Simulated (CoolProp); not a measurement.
Aqueous calcium chloride as a coolant, at -4 °C, 1 atm.

Values from CoolProp's Melinder's fits for secondary coolants.

```json
[
 {"mass %": "10.1", "freezing point (°C)": "-5.9", "conductivity (W/(m K))": "0.549", "density (kg/m³)": "?", "Prandtl number": "16.5", "viscosity (mPa s)": "2.54"},
 {"mass %": "13.3", "freezing point (°C)": "?", "conductivity (W/(m K))": "?", "density (kg/m³)": "1120", "Prandtl number": "17.2", "viscosity (mPa s)": "2.79"},
 {"mass %": "16.6", "freezing point (°C)": "-13.1", "conductivity (W/(m K))": "0.543", "density (kg/m³)": "1152", "Prandtl number": "?", "viscosity (mPa s)": "3.12"},
 {"mass %": "19.8", "freezing point (°C)": "-17.9", "conductivity (W/(m K))": "0.540", "density (kg/m³)": "1183", "Prandtl number": "20.1", "viscosity (mPa s)": "3.55"},
 {"mass %": "23.1", "freezing point (°C)": "-24.3", "conductivity (W/(m K))": "0.536", "density (kg/m³)": "1218", "Prandtl number": "?", "viscosity (mPa s)": "?"},
 {"mass %": "26.3", "freezing point (°C)": "-32.9", "conductivity (W/(m K))": "?", "density (kg/m³)": "1252", "Prandtl number": "26.1", "viscosity (mPa s)": "4.93"}
]
```

**Question.** Complete the blanks.

**Answer.** 
- 10.1, density (kg/m³): 1090
- 13.3, freezing point (°C): -9.1
- 13.3, conductivity (W/(m K)): 0.546
- 16.6, Prandtl number: 18.4
- 23.1, Prandtl number: 22.6
- 23.1, viscosity (mPa s): 4.15
- 26.3, conductivity (W/(m K)): 0.532
